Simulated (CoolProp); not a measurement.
A closed Brayton cycle with dry air: compressor inlet 308.15 K and 2.7 MPa, high pressure 8.99 MPa, turbine inlet 885 K, compressor efficiency 0.8, turbine efficiency 0.93, recuperator effectiveness 0.95 (on enthalpy, no pinch check). Each further row changes one setting.

Model: reference Helmholtz-energy equation of state, Lemmon 2000, in CoolProp. It is a pseudo-pure fit of the blend.

```tsv
case	thermal efficiency (%)	net work (kJ/kg)	compressor to turbine work	compressor exit (K)	turbine exit (K)
as stated	33.5	87.7	0.65	466.3	661.3
turbine inlet 835 K	___	73.4	0.69	466.3	___
compressor inlet 318.15 K	31.6	82.3	0.67	481.2	661.3
high pressure 7.64 MPa	35.6	83.7	0.62	441.7	___
recuperator effectiveness 0.5	24.7	87.7	0.65	466.3	661.3
```

Problem. What belongs in the gaps?

Solution. 
- turbine inlet 835 K, thermal efficiency (%): 29.9
- turbine inlet 835 K, turbine exit (K): 622.1
- high pressure 7.64 MPa, turbine exit (K): 688.1
